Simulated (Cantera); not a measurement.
What does this Cantera script print?

```python
import numpy as np
import cantera as ct

gas = ct.Solution("h2o2.yaml")
gas.TPX = 700, 11000, {'H2': 1, 'O2': 0.357, 'N2': 1.54}
flame = ct.FreeFlame(gas, width=0.19)
flame.set_refine_criteria(ratio=3, slope=0.08, curve=0.16)
flame.transport_model = "mixture-averaged"
flame.solve(loglevel=0, auto=True)
z, T = flame.grid, flame.T
thick = (T[-1] - T[0]) / np.gradient(T, z).max()
show = ['H2', 'O2', 'H2O2', 'H2O', 'OH', 'O']
print(f"laminar burning velocity  {flame.velocity[0] * 100:.3f} cm/s")
print(f"burnt temperature         {T[-1]:.1f} K")
print(f"thermal thickness         {thick * 1e3:.4f} mm")
print(f"grid points               {len(z)}")
z0 = z[flame.heat_release_rate.argmax()]
print(f"{'z/mm':>9s}{'T/K':>9s}{'u/(m/s)':>9s}" + "".join(f"{s:>11s}" for s in show))
rows = []
for k in (-3, -2, -1.5, -1, -0.5, -0.25, 0, 0.25, 0.5, 1, 2, 4, 8):
    zz = z0 + k * thick
    rows.append([k * thick, np.interp(zz, z, T), np.interp(zz, z, flame.velocity),
                 *(np.interp(zz, z, flame.X[gas.species_index(s)]) for s in show)])
    print(f"{rows[-1][0] * 1e3:9.3f}{rows[-1][1]:9.1f}{rows[-1][2]:9.3f}" + "".join(f"{x:11.3e}" for x in rows[-1][3:]))
```

Result:

```
laminar burning velocity  817.854 cm/s
burnt temperature         2387.4 K
thermal thickness         9.4193 mm
grid points               140
     z/mm      T/K  u/(m/s)         H2         O2       H2O2        H2O         OH          O
  -28.258    700.0    8.179  3.452e-01  1.232e-01  1.552e-12  3.845e-12  2.000e-16  1.739e-15
  -18.839    700.0    8.179  3.452e-01  1.232e-01  1.567e-12  2.474e-11  1.524e-13  1.285e-12
  -14.129    700.0    8.179  3.452e-01  1.232e-01  1.850e-12  8.226e-10  7.836e-12  6.500e-11
   -9.419    700.0    8.179  3.452e-01  1.232e-01  4.504e-11  8.711e-08  1.705e-09  1.154e-08
   -4.710    705.3    8.236  3.440e-01  1.231e-01  9.390e-08  4.326e-04  1.299e-05  1.365e-05
   -2.355    782.3    9.086  3.248e-01  1.195e-01  1.058e-07  9.180e-03  1.918e-04  3.676e-04
    0.000   1119.2   12.708  1.723e-01  6.602e-02  3.602e-07  1.161e-01  2.941e-03  7.151e-03
    2.355   1361.5   15.260  8.080e-02  1.573e-02  3.879e-07  2.103e-01  6.166e-03  9.775e-03
    4.710   1460.7   16.261  8.091e-02  1.224e-02  3.504e-07  2.174e-01  7.672e-03  9.605e-03
    9.419   1584.3   17.480  8.680e-02  1.065e-02  2.544e-07  2.216e-01  9.483e-03  9.100e-03
   18.839   1726.0   18.840  9.257e-02  8.823e-03  1.484e-07  2.273e-01  1.126e-02  8.018e-03
   37.677   1876.9   20.245  9.738e-02  6.815e-03  7.801e-08  2.348e-01  1.250e-02  6.442e-03
   75.354   2028.1   21.612  1.010e-01  4.798e-03  4.111e-08  2.437e-01  1.276e-02  4.619e-03
```

Cantera simulation using the H2/O2 subset of GRI-Mech 3.0, which has no nitrogen chemistry; the numbers are that mechanism's predictions, not measurements. Burning velocities carry a grid error of a few per cent, more on coarse grids.
